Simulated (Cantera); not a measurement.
Hydrocarbon pyrolysis for carbon deposition

An isothermal, constant-pressure homogeneous reactor starts with CH4 : H2 = 1 : 21 (molar parts), at 1700 K and 0.0825 Torr.

Model: GRI-Mech 3.0 (53 species, 325 reactions), integrated in Cantera. GRI-Mech 3.0 stops at C3 and has no aromatics, soot or wall deposition, so with more carbon than oxygen in the feed, carbon stays in small species such as C2H2 where larger ones or solid carbon would form. Radical loss at walls, strong at low pressure, is not modelled.

```csv
t (s),x CH4,x H2,x CH2,x CH3,x C2H4
2.00e-5,0.0455,0.955,<1e-12,2.24e-9,<1e-12
6.32e-5,0.0455,0.955,<1e-12,7.08e-9,<1e-12
0.000200,0.0455,0.955,<1e-12,2.24e-8,<1e-12
0.000632,0.0455,0.955,<1e-12,7.07e-8,<1e-12
0.00200,0.0455,0.955,<1e-12,2.23e-7,<1e-12
0.00632,0.0455,0.955,<1e-12,7.01e-7,<1e-12
0.0200,0.0455,0.955,3.43e-12,2.21e-6,1.00e-11
0.0632,0.0454,0.955,4.59e-11,6.97e-6,3.82e-10
0.200,0.0454,0.955,5.11e-10,2.20e-5,1.27e-8
0.632,0.0454,0.954,5.24e-9,6.95e-5,3.86e-7
2.00,0.0452,0.954,5.14e-8,0.000220,9.52e-6
6.32,0.0439,0.954,4.65e-7,0.000690,9.52e-5
20.0,0.0325,0.959,1.52e-6,0.00113,0.000131
```
x: mole fraction; the columns are a selection and need not sum to one.

Equilibrium at this temperature and pressure: CH4 1.94e-6, H2 0.965, CH2 8.43e-9, CH3 5.67e-7, C2H4 1.11e-7 (gas phase only).
